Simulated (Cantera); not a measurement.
Input: 1 mol SiH2Cl2, 0.023 mol HCl, 120 mol H2, at 0.230 bar.

Method: chemical equilibrium by Gibbs-energy minimisation in Cantera with the NASA 1993 tables (ideal gas, pure condensed phases). Candidate condensed phases: Si; 19 gas species. The numbers say what is thermodynamically allowed, not how fast it happens.

Problem. What share of the Si ends up in condensed phases as a function of T (K), at 900, 950, 1000, 1050, 1100, 1150, 1200, 1250, 1300, 1350, 1400, 1450, 1500, 1550?

Solution. 
```csv
T (K),Si condensed (%),as
900,49.1,Si(s)
950,54.2,Si(s)
1000,60.8,Si(s)
1050,68.4,Si(s)
1100,76.2,Si(s)
1150,82.8,Si(s)
1200,87.2,Si(s)
1250,89.6,Si(s)
1300,90.6,Si(s)
1350,90.9,Si(s)
1400,91.0,Si(s)
1450,90.8,Si(s)
1500,90.7,Si(s)
1550,90.4,Si(s)
```
